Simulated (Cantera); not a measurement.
Charge: 1 mol SiCl4, 9.5 mol H2, equilibrated at 1125 K and 260000 Pa.

Cantera equilibrium calculation (NASA polynomials, part measured and part estimated; ideal gas, pure solids and liquids). Candidate condensed phases: Si; 19 gas species. The tables' values for SiCl3 are old estimates; treat these amounts as uncertain. Kinetics and transport are ignored.

Problem. What is the equilibrium state?

Solution. 
- x(H2): 0.871
- x(SiCl4): 0.0634
- x(HCl): 0.0337
- x(SiHCl3): 0.0284
- x(SiH2Cl2): 0.00157
- x(SiCl3): 0.00137
- x(SiCl2): 0.000363
- x(SiH3Cl): 2.30e-5
- gas amount: 10.51 mol
- log10 activity of Si(s) (absent): -0.88
